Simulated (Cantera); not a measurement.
# Diamond growth

A diamond (100) surface in a fixed gas of H2 with x(CH4) = 0.0089, x(H) = 0.001, x(CH3) = 0.00043, at 1298 K; coverages are run to steady state.

Cantera simulation using the Harris–Goodwin 1993 mechanism for the reconstructed diamond (100) surface; the numbers are that mechanism's predictions, not measurements.

```csv
P (Pa),growth (µm/h),θ c6HH,θ c6H*,θ c6*H,θ c6**,θ c6HM
560,0.0988,0.426,0.0464,0.497,0.0279,8.52e-5
980,0.227,0.426,0.0464,0.497,0.0276,0.000156
1700,0.484,0.426,0.0463,0.497,0.0274,0.000282
2900,0.964,0.426,0.0463,0.496,0.0272,0.000494
5100,1.95,0.425,0.0463,0.496,0.0271,0.000882
8800,3.88,0.425,0.0462,0.495,0.0269,0.00152
15000,7.77,0.424,0.0461,0.494,0.0268,0.00257
27000,17.5,0.423,0.0460,0.492,0.0267,0.00449
```
θ: site fractions in the mechanism's names (c6HH fully hydrogenated, c6H* and c6*H radical sites, c6** diradical, c6HM methylated).
